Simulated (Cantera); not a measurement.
Cantera run, input and output.

```python
import numpy as np
import cantera as ct

gas = ct.Solution("h2o2.yaml")
gas.TPX = 1023, 2666, {'H2': 0.28, 'O2': 1}
reactor = ct.IdealGasConstPressureReactor(gas, energy="off", clone=False)
net = ct.ReactorNet([reactor])
net.rtol, net.atol = 1e-08, 1e-18
show = ['H2', 'O2', 'O', 'OH', 'HO2']
times = np.geomspace(8e-06, 200, 15)

steps = ct.SolutionArray(gas, extra=["t"])
rows = []
print(f"{'t/s':>10s}{'T/K':>9s}{'P/Pa':>11s}" + "".join(f"{s:>11s}" for s in show))
for t in times:
    while net.time < t:
        t_next = net.step()
        steps.append(gas.state, t=t_next)
    rows.append([np.interp(t, steps.t, y) for y in (steps.T, steps.P, *steps(*show).X.T)])
    print(f"{t:10.3e}{rows[-1][0]:9.1f}{rows[-1][1]:11.4g}" + "".join(f"{x:11.3e}" for x in rows[-1][2:]))
rate = np.gradient(steps.T, steps.t)
print("integrator steps:", len(steps.t))
if steps.T.max() > steps.T[0] + 200:
    print(f"time of steepest temperature rise: {steps.t[rate.argmax()]:.4e} s")
gas.TPX = 1023, 2666, {'H2': 0.28, 'O2': 1}
gas.equilibrate("TP")
print(f"equilibrium (TP): T = {gas.T:.1f} K  " + "  ".join(f"{s} {gas[s].X[0]:.3e}" for s in show))
```

Result:

```
       t/s      T/K       P/Pa         H2         O2          O         OH        HO2
 8.000e-06   1023.0       2666  2.187e-01  7.812e-01  2.593e-12  2.221e-12  4.913e-11
 2.701e-05   1023.0       2666  2.187e-01  7.812e-01  2.603e-11  1.712e-11  1.664e-10
 9.119e-05   1023.0       2666  2.187e-01  7.812e-01  2.565e-10  1.209e-10  5.687e-10
 3.079e-04   1023.0       2666  2.187e-01  7.812e-01  7.089e-09  2.979e-09  2.262e-09
 1.039e-03   1023.0       2666  2.183e-01  7.810e-01  9.153e-05  3.850e-05  4.104e-06
 3.509e-03   1023.0       2666  6.464e-03  7.345e-01  1.544e-02  4.038e-03  3.257e-05
 1.185e-02   1023.0       2666  3.827e-04  7.535e-01  7.389e-04  6.381e-04  1.324e-05
 4.000e-02   1023.0       2666  2.858e-05  7.543e-01  5.351e-05  1.700e-04  2.215e-06
 1.350e-01   1023.0       2666  2.400e-06  7.544e-01  6.733e-06  6.134e-05  3.464e-07
 4.559e-01   1023.0       2666  2.876e-07  7.544e-01  1.245e-06  2.636e-05  6.894e-08
 1.539e+00   1023.0       2666  5.542e-08  7.544e-01  2.891e-07  1.265e-05  1.684e-08
 5.197e+00   1023.0       2666  1.334e-08  7.544e-01  7.518e-08  6.437e-06  4.782e-09
 1.755e+01   1023.0       2666  3.550e-09  7.544e-01  2.078e-08  3.379e-06  1.865e-09
 5.924e+01   1023.0       2666  1.024e-09  7.544e-01  6.078e-09  1.826e-06  1.492e-09
 2.000e+02   1023.0       2666  3.873e-10  7.544e-01  2.237e-09  1.107e-06  1.962e-09
integrator steps: 2136
equilibrium (TP): T = 1023.0 K  H2 2.979e-10  O2 7.544e-01  O 1.667e-09  OH 9.556e-07  HO2 2.205e-09
```

Detailed kinetics in Cantera: the H2/O2 subset of GRI-Mech 3.0, which has no nitrogen chemistry. Radical loss at walls, strong at low pressure, is not modelled. The temperature is held fixed by assumption; the heat of reaction is taken as removed at once.
